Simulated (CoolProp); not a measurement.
Computed with CoolProp (reference Helmholtz-energy equation of state, de Reuck 1993).

Problem. For methanol, give the phase and the viscosity (µPa s) at 196.65 °C and 1.01 bar; 226.65 °C and 1.01 bar.

Solution. 
- 196.65 °C and 1.01 bar: gas; viscosity 15.4
- 226.65 °C and 1.01 bar: gas; viscosity 16.4

Viscosity comes from a separate model (Xiang 2006).
